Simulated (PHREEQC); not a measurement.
TMAH is added in steps, without added water, to 1 kg of water holding 1.6 mmol/kgw H2SeO3 and 4 mmol/kgw CaCl2, at 20 °C. No oxygen is let in. No CO2 enters from the air. The run lets Portlandite, CaSeO3 precipitate or redissolve, and no other solid.

Base run: PHREEQC, ion-association model, wateq4f.dat. Each further column changes one thing. The table gives HSeO3- (mol/kgw).

```csv
TMAH added (mol),base,Davies equation for every ion,all activity coefficients set to 1,Debye-Hückel limiting law,metal-ligand complexes left out
0,0.00108,0.00108,0.00102,0.00109,0.00108
0.001167,0.00143,0.00143,0.00141,0.00143,0.00143
0.002333,0.000868,0.000868,0.000868,0.000868,0.000868
0.004083,3.16e-6,3.15e-6,2.09e-6,2.99e-6,3.16e-6
0.00525,1.36e-6,1.35e-6,9.19e-7,1.28e-6,1.36e-6
0.006417,8.60e-7,8.56e-7,5.97e-7,8.07e-7,8.60e-7
0.007583,6.27e-7,6.24e-7,4.46e-7,5.86e-7,6.27e-7
0.00875,4.92e-7,4.89e-7,3.59e-7,4.58e-7,4.92e-7
0.009917,4.04e-7,4.02e-7,3.02e-7,3.75e-7,4.04e-7
0.01167,3.17e-7,3.16e-7,2.45e-7,2.94e-7,3.17e-7
0.01283,2.77e-7,2.76e-7,2.19e-7,2.56e-7,2.77e-7
0.014,2.46e-7,2.44e-7,1.99e-7,2.26e-7,2.46e-7
```

(CH3)4N+ isn't in the database: it is added as a free cation with an ion size of 4 Å.
